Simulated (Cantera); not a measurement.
A closed system holds: 1 mol CH2F2, 0.012 mol F2, at 2552 °C and 1.00 bar.

Equilibrium computed with Cantera from the NASA thermochemical tables; the gas is ideal and each condensed phase is pure. Candidate condensed phases: C, C6H6, C7H8, C8H18; 95 gas species. Rates play no part.

Task: What is the equilibrium state?

Result: 
| Property | Result |
|---|---|
| x(HF) | 0.981 |
| x(F) | 0.0118 |
| x(H) | 0.00292 |
| x(CF2) | 0.00211 |
| x(H2) | 0.00107 |
| x(CF) | 0.000928 |
| x(C3) | 4.28e-5 |
| x(C2H2 (acetylene)) | 3.89e-5 |
| x(C2HF) | 1.55e-5 |
| n(C(graphite)) | 0.993 mol |
| gas amount | 2.028 mol |
